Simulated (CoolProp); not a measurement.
Vapour-liquid equilibrium of cyclohexane (1) + benzene (2) at 26.85 °C; x and y are mole fractions of (1).

Computed with CoolProp (multi-fluid Helmholtz-energy mixture model, Zhou 2014 and Thol 2012; pair parameters Bell 2016).

```
x      bubble pressure, mixture model (bar)  bubble pressure, Raoult's law (bar)  y, mixture model  y, Raoult's law
-----  ------------------------------------  -----------------------------------  ----------------  ---------------
0.05                                      ?                               0.1383                 ?            0.051
0.125                                0.1484                               0.1386                 ?            0.128
0.2                                  0.1523                               0.1388             0.256            0.204
0.275                                0.1550                               0.1391             0.324            0.280
0.35                                 0.1568                               0.1393             0.385            0.355
0.425                                0.1578                               0.1396             0.442            0.431
0.5                                       ?                               0.1398                 ?            0.506
0.575                                0.1578                               0.1400             0.557            0.581
0.65                                 0.1567                               0.1403             0.617            0.655
0.725                                0.1550                               0.1405             0.682            0.730
0.8                                  0.1525                               0.1408             0.754            0.804
0.875                                0.1491                               0.1410             0.835            0.878
0.95                                      ?                               0.1413             0.929            0.951
```

What belongs in the gaps?


- 0.05, bubble pressure, mixture model (bar): 0.1430
- 0.05, y, mixture model: 0.080
- 0.125, y, mixture model: 0.177
- 0.5, bubble pressure, mixture model (bar): 0.1581
- 0.5, y, mixture model: 0.499
- 0.95, bubble pressure, mixture model (bar): 0.1448

The largest gap from Raoult's law is +13.1 % in bubble pressure, at x = 0.5. y crosses x between x = 0.425 and 0.5: the model has an azeotrope there.

The pair parameters rest on a limited set of measurements; away from them the model extrapolates.
